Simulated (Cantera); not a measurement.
Input: 1 mol SrCl2, 1.5 mol O2, 0.76 mol H2, 0.34 mol H2O, held at 1973.15 K and 0.133 bar.

These are equilibrium values from Cantera (NASA tables, ideal gas, pure condensed phases), not measurements of a reactor. Candidate condensed phases: H2O, Sr, SrCl2, SrO, Sr(OH)2; 20 gas species. Condensed phases not in the tables: oxide chlorides. The numbers say what is thermodynamically allowed, not how fast it happens.

Base state: O2 0.342, H2O 0.307, SrCl2 0.275, HCl 0.0599, Cl 0.00902, OH 0.00587, O 0.000870, H2 0.000337 (mole fractions); condensed: SrO(s).

Problem. What changes in the equilibrium state with this change: pressure from 0.133 bar to 51.0 Pa?

Solution. 
| species | before | after |
|---|---|---|
| O2 | 0.342 | 0.321 |
| H2O | 0.307 | 0.285 |
| SrCl2 | 0.275 | 0.256 |
| Cl | 0.00902 | 0.0345 |
| O | 0.000870 | 0.0136 |
| OH | 0.00587 | 0.0224 |
| HCl | 0.0599 | 0.0558 |
| Sr | 5.86e-9 | 2.56e-5 |
| SrO | 6.34e-7 | 0.000166 |
| SrCl | 2.04e-5 | 0.00130 |
| H | 6.79e-5 | 0.00433 |
| SrOH | 1.58e-6 | 0.000100 |
| SrO(s), mol | 0.111 | 0.146 |

Problem. What changes in the equilibrium state with this change: H2 from 0.76 to 340 mol?

Solution. 
| species | before | after |
|---|---|---|
| H2 | 0.000337 | 0.983 |
| H2O | 0.307 | 0.00970 |
| H | 6.79e-5 | 0.00367 |
| O2 | 0.342 | <1e-9 |
| SrCl2 | 0.275 | 0.00211 |
| HCl | 0.0599 | 0.00119 |
| O | 0.000870 | 9.44e-9 |
| Sr | 5.86e-9 | 0.000331 |
| ClO | 2.97e-5 | <1e-9 |
| Cl2 | 2.45e-5 | <1e-9 |
| SrO(s), mol | 0.111 | 0 |

Problem. What changes in the equilibrium state with this change: H2 from 0.76 to 2.8 mol?

Solution. 
```json
[
 {"species": "H2O", "before": "0.307", "after": "0.694"},
 {"species": "SrCl2", "before": "0.275", "after": "0.195"},
 {"species": "HCl", "before": "0.0599", "after": "0.0760"},
 {"species": "O2", "before": "0.342", "after": "0.0228"},
 {"species": "ClO", "before": "2.97e-5", "after": "3.28e-6"},
 {"species": "H2", "before": "0.000337", "after": "0.00296"},
 {"species": "Cl2", "before": "2.45e-5", "after": "4.50e-6"},
 {"species": "SrO(s), mol", "before": "0.111", "after": "0.168"}
]
```
